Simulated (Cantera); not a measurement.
Source: NASA polynomial tables (part measured, part estimated), evaluated in Cantera. Values are per mole of reaction as written; species without (g) are pure solids or liquids, kept so even where they would boil at 1 bar.

5 H2O(g) + 2 Nb → 10 H(g) + Nb2O5

```
T (K)  ΔH° (kJ)  ΔS° (J/K)  ΔG° (kJ)  log10 K
-----  --------  ---------  --------  -------
300         [?]        [?]       [?]      [?]
1248     1609.1      450.3    1047.0   -43.82
1323     1616.9      456.5    1013.0   -40.00
1398     1624.5      462.0     978.6   -36.56
1473     1631.7      467.0     943.8   -33.47
1548        [?]        [?]       [?]      [?]
1623     1645.2      475.8     873.0   -28.10
1698     1651.5      479.5     837.2   -25.75
1773     1657.5      483.0     801.1   -23.60
```

**Question.** Some entries are withheld; supply them.

**Answer.** 
- 300, ΔH° (kJ): 1489.8
- 300, ΔS° (J/K): 268.3
- 300, ΔG° (kJ): 1409.3
- 300, log10 K: -245.38
- 1548, ΔH° (kJ): 1638.6
- 1548, ΔS° (J/K): 471.6
- 1548, ΔG° (kJ): 908.6
- 1548, log10 K: -30.66
